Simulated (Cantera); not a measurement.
Feed: 1 mol Si3N4, 0.015 mol CO2, 42 mol N2, a varied amount of O2, at 1377 °C and 0.420 bar.

These are equilibrium values from Cantera (NASA tables, ideal gas, pure condensed phases), not measurements of a reactor. Candidate condensed phases: C, Si, SiC, SiO2, Si2N2O, Si3N4; 34 gas species. Mutual solubility and eutectic melting of coexisting phases are not modelled. The tables hold silica as quartz up to 1696 K and as liquid above; real silica turns to tridymite and cristobalite and melts near 1996 K. Equilibrium is a limit: real reactors are often held back by kinetics, nucleation or transport.

Q: Which condensed phases are stable at each of these points (n(O2) (mol)): 0.29, 0.41, 0.53, 0.65, 0.77, 0.88, 1, 1.1, 1.2, 1.4?

A: 
```
n(O2) (mol)            condensed phases  Si condensed (%)
-----------  --------------------------  ----------------
0.29               Si2N2O(s) + Si3N4(s)             100.0
0.41               Si2N2O(s) + Si3N4(s)             100.0
0.53               Si2N2O(s) + Si3N4(s)             100.0
0.65               Si2N2O(s) + Si3N4(s)             100.0
0.77         SiO2(β-quartz) + Si2N2O(s)              99.6
0.88         SiO2(β-quartz) + Si2N2O(s)              99.6
1            SiO2(β-quartz) + Si2N2O(s)              99.6
1.1          SiO2(β-quartz) + Si2N2O(s)              99.6
1.2          SiO2(β-quartz) + Si2N2O(s)              99.6
1.4          SiO2(β-quartz) + Si2N2O(s)              99.6
```

From 0.29 mol O2 to 0.65 mol O2 the condensed part is Si2N2O(s) + Si3N4(s). From 0.77 mol O2 to 1.4 mol O2 the condensed part is SiO2(β-quartz) + Si2N2O(s).
